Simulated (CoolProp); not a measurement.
Vapour-liquid equilibrium of methanol (1) + ethylbenzene (2) at 0.596 MPa; x and y are mole fractions of (1).

Computed with CoolProp (multi-fluid Helmholtz-energy mixture model, de Reuck 1993 and Zhou 2012; pair parameters Bell 2016).

| x | bubble temperature (°C) | y at the bubble point | dew temperature at overall composition x (°C) | liquid density (mol/L) |
|---|---|---|---|---|
| 0.05 | 182.7 | 0.470 | 214.2 | 6.906 |
| 0.125 | 155.7 | 0.715 | 209.1 | 7.556 |
| 0.2 | 143.0 | 0.797 | 203.9 | 8.118 |
| 0.275 | 136.2 | 0.835 | 198.5 | 8.680 |
| 0.35 | 132.2 | 0.856 | 192.8 | 9.283 |
| 0.425 | 129.5 | 0.870 | 186.6 | 9.956 |
| 0.5 | 127.6 | 0.881 | 179.9 | 10.72 |
| 0.575 | 126.0 | 0.891 | 172.5 | 11.62 |
| 0.65 | 124.5 | 0.902 | 164.1 | 12.67 |
| 0.725 | 123.1 | 0.914 | 154.3 | 13.93 |
| 0.8 | 121.6 | 0.930 | 142.5 | 15.45 |
| 0.875 | 120.0 | 0.950 | 128.7 | 17.33 |
| 0.95 | 118.5 | 0.977 | 120.0 | 19.66 |

No azeotrope shows between x = 0.05 and 0.95.

Pair parameters are fitted to limited data, so mixtures are less certain than the pure fluids. With so large a gap from Raoult's law the liquid may split in two, which this calculation doesn't test in full.
